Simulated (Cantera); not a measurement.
**Premixed flame**

A freely propagating, adiabatic, planar premixed flame of CH4 : C2H6 : O2 : N2 : CO2 : H2 = 1 : 0.06 : 1.84 : 5.16 : 0.58 : 0.76 (molar parts), unburnt at 575 K and 1000000 Pa; mixture-averaged transport, grid criteria slope 0.08 and curve 0.16, no radiation.

Computed with Cantera and GRI-Mech 3.0 (53 species, 325 reactions). Burning velocities carry a grid error of a few per cent, more on coarse grids.

```json
[
 {"z (mm)": "-0.210", "T (K)": "576", "u (m/s)": "0.512", "x CH4": "0.106", "x C2H6": "0.00639", "x O2": "0.196", "x NO": "<1e-8", "x C2H4": "1.78e-7", "x CH2": "<1e-8"},
 {"z (mm)": "-0.140", "T (K)": "582", "u (m/s)": "0.517", "x CH4": "0.106", "x C2H6": "0.00640", "x O2": "0.196", "x NO": "<1e-8", "x C2H4": "2.91e-6", "x CH2": "<1e-8"},
 {"z (mm)": "-0.105", "T (K)": "605", "u (m/s)": "0.537", "x CH4": "0.105", "x C2H6": "0.00639", "x O2": "0.195", "x NO": "2.06e-8", "x C2H4": "2.05e-5", "x CH2": "<1e-8"},
 {"z (mm)": "-0.0700", "T (K)": "726", "u (m/s)": "0.644", "x CH4": "0.0983", "x C2H6": "0.00616", "x O2": "0.186", "x NO": "2.08e-7", "x C2H4": "0.000199", "x CH2": "<1e-8"},
 {"z (mm)": "-0.0350", "T (K)": "1213", "u (m/s)": "1.09", "x CH4": "0.0678", "x C2H6": "0.00417", "x O2": "0.137", "x NO": "3.26e-6", "x C2H4": "0.00152", "x CH2": "2.06e-8"},
 {"z (mm)": "-0.0175", "T (K)": "1634", "u (m/s)": "1.49", "x CH4": "0.0395", "x C2H6": "0.00191", "x O2": "0.0878", "x NO": "8.30e-6", "x C2H4": "0.00237", "x CH2": "1.95e-6"},
 {"z (mm)": "0", "T (K)": "2010", "u (m/s)": "1.85", "x CH4": "0.0141", "x C2H6": "0.000263", "x O2": "0.0389", "x NO": "1.59e-5", "x C2H4": "0.00123", "x CH2": "3.01e-5"},
 {"z (mm)": "0.0175", "T (K)": "2202", "u (m/s)": "2.04", "x CH4": "0.00353", "x C2H6": "1.50e-5", "x O2": "0.0127", "x NO": "2.76e-5", "x C2H4": "0.000186", "x CH2": "4.48e-5"},
 {"z (mm)": "0.0350", "T (K)": "2270", "u (m/s)": "2.11", "x CH4": "0.000970", "x C2H6": "1.13e-6", "x O2": "0.00389", "x NO": "4.02e-5", "x C2H4": "1.98e-5", "x CH2": "2.18e-5"},
 {"z (mm)": "0.0700", "T (K)": "2305", "u (m/s)": "2.14", "x CH4": "0.000147", "x C2H6": "2.23e-8", "x O2": "0.000494", "x NO": "5.68e-5", "x C2H4": "5.50e-7", "x CH2": "3.35e-6"},
 {"z (mm)": "0.140", "T (K)": "2320", "u (m/s)": "2.15", "x CH4": "1.54e-5", "x C2H6": "<1e-8", "x O2": "5.17e-5", "x NO": "7.07e-5", "x C2H4": "2.15e-8", "x CH2": "2.27e-7"},
 {"z (mm)": "0.280", "T (K)": "2326", "u (m/s)": "2.16", "x CH4": "1.23e-6", "x C2H6": "<1e-8", "x O2": "1.88e-5", "x NO": "7.96e-5", "x C2H4": "<1e-8", "x CH2": "1.08e-8"},
 {"z (mm)": "0.560", "T (K)": "2329", "u (m/s)": "2.16", "x CH4": "5.01e-8", "x C2H6": "<1e-8", "x O2": "1.29e-5", "x NO": "8.46e-5", "x C2H4": "<1e-8", "x CH2": "<1e-8"}
]
```
x: mole fraction of selected species; z is measured from the peak of heat release.

```json
{
 "laminar_burning_velocity": "51.2 cm/s",
 "thermal_thickness": "0.0700 mm",
 "peak x(C2H4)": "0.00237",
 "peak x(CH2)": "4.76e-5",
 "grid_points": "143"
}
```
